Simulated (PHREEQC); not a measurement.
Solution (65 °C): 0.63 mol ZnCl2, 0.0034 mol NaOH and 0.0059 mol H2SO4 per kg of water. Closed to the air; pH follows from the charge balance.

The numbers come from PHREEQC with the ion-association model, wateq4f.dat.

This is a speciation only: nothing precipitates in the calculation.

Problem. Order these Cl species by the share of Cl that they hold, largest first: ZnCl4-2, ZnCl2, ZnCl3-, ZnCl+, Cl-.

Solution. Cl- (45 %), ZnCl+ (22 %), ZnCl4-2 (13 %), ZnCl3- (12 %), ZnCl2 (8.2 %)

Problem. Order these S species by the share of S that they hold, largest first: ZnSO4, Zn(SO4)2-2, HSO4-, NaSO4-, SO4-2.

Solution. ZnSO4 (50 %), SO4-2 (37 %), HSO4- (13 %), Zn(SO4)2-2 (0.67 %), NaSO4- (0.12 %)

The pH is 2.25 and the ionic strength 0.953 mol/kgw. The ionic strength is past about 0.7 mol/kgw, beyond the range of this activity model, so the values are rough. Away from 25 °C the constants follow the database's enthalpies or fits; those with neither stay at their 25 °C values.
